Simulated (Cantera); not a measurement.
**Equilibrium for hydrogen reduction and annealing atmospheres: V₂O₃ + H₂ + H₂O**

A closed system holds: 1 mol V₂O₃, 350 mol H₂, 3.3 mol H₂O, held at 1550 °C.

Equilibrium computed with Cantera from the NASA thermochemical tables; the gas is ideal and each condensed phase is pure. Candidate condensed phases: H₂O, V, VO, V₂O₃, V₂O₄, V₂O₅; 12 gas species. VO: taken at fixed stoichiometry. Equilibrium is a limit: real reactors are often held back by kinetics, nucleation or transport.

```tsv
P (Pa)	log p H₂	log p H	log p H₂O	log p VO₂	log p VO	log p OH	n VO(s)
10	-4.02	-5.38	-6.08	-6.45	-7.02	-8.59	0.354
68	-3.18	-4.95	-5.11	-6.32	-7.02	-8.04	1.70
460	-2.35	-4.54	-4.26	-6.30	-7.02	-7.61	1.95
3200	-1.50	-4.11	-3.41	-6.30	-7.02	-7.18	1.99
22000	-0.66	-3.69	-2.57	-6.30	-7.02	-6.76	2.00
150000	0.17	-3.28	-1.74	-6.30	-7.02	-6.34	2.00
1000000	0.99	-2.87	-0.91	-6.30	-7.02	-5.93	2.00
```
log p: log10 of the partial pressure in bar; n: condensed amount in mol.

From 0.000100 bar to 10.0 bar the condensed part is VO(s). The main V-bearing gas is VO₂ throughout.
